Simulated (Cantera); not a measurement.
Cantera run, input and output.

```python
import numpy as np
import cantera as ct

surf = ct.Interface("diamond.yaml", "diamond_100")
gas, bulk = surf.adjacent["gas"], surf.adjacent["diamond"]
k = surf.kinetics_species_index(bulk.species_names[0])
cover = ["c6HH", "c6H*", "c6*H", "c6**", "c6HM", "c6B"]

rows, drift = [], 0.0
print(f"{'P':>10s}{'um/h':>11s}" + "".join(f"{s:>11s}" for s in cover))
for v in [570, 1100, 2000, 3600, 6700, 12000, 23000, 42000]:
    T, P, xH, xCH3 = 1000, v, 0.029, 2.9e-05
    gas.TPX = T, P, {"H": xH, "CH3": xCH3, "CH4": 0.013, "H2": 1 - xH - xCH3 - 0.013}
    surf.TP = bulk.TP = T, P
    surf.coverages = "c6H*:0.1, c6HH:0.9"
    surf.advance_coverages(100.0)
    before = surf.coverages
    surf.advance_coverages(100.0)
    drift = max(drift, np.max(np.abs(surf.coverages - before) / (surf.coverages + 1e-9)))
    rate = surf.net_production_rates[k] * bulk.mean_molecular_weight / bulk.density * 3.6e9
    rows.append([rate, *surf[cover].coverages])
    print(f"{v:10.4g}{rate:11.4e}" + "".join(f"{x:11.3e}" for x in rows[-1][1:]))
```

It prints:

```
         P       um/h       c6HH       c6H*       c6*H       c6**       c6HM        c6B
       570 8.3270e-02  5.962e-01  1.835e-02  3.750e-01  9.814e-03  5.176e-04  2.260e-10
      1100 1.6494e-01  5.962e-01  1.838e-02  3.749e-01  9.819e-03  5.315e-04  4.476e-10
      2000 3.0386e-01  5.961e-01  1.843e-02  3.749e-01  9.827e-03  5.387e-04  8.245e-10
      3600 5.5111e-01  5.961e-01  1.853e-02  3.748e-01  9.840e-03  5.428e-04  1.495e-09
      6700 1.0311e+00  5.961e-01  1.872e-02  3.746e-01  9.868e-03  5.455e-04  2.798e-09
   1.2e+04 1.8543e+00  5.961e-01  1.903e-02  3.742e-01  9.914e-03  5.476e-04  5.032e-09
   2.3e+04 3.5743e+00  5.960e-01  1.969e-02  3.735e-01  1.001e-02  5.502e-04  9.699e-09
   4.2e+04 6.5850e+00  5.959e-01  2.081e-02  3.723e-01  1.017e-02  5.542e-04  1.787e-08
```

Computed with Cantera and the Harris–Goodwin 1993 mechanism for the reconstructed diamond (100) surface.
